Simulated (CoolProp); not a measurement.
Computed with CoolProp (reference Helmholtz-energy equation of state, Polt 1992). This equation is an older, rougher fit; its heat capacities, sound speeds and derivatives of the liquid may be far off and weren't checked against measurements.

Question: Give the vapour pressure (MPa), liquid density (kg/m³), enthalpy of vaporisation (kJ/kg), surface tension (mN/m) of saturated cyclopropane at 357.6 K.

Answer: 
```tsv
T (K)	p (MPa)	liquid density (kg/m³)	enthalpy of vaporisation (kJ/kg)	surface tension (mN/m)
357.6	2.75	507	286	3.40
```

Surface tension comes from a separate correlation (Mulero 2014).
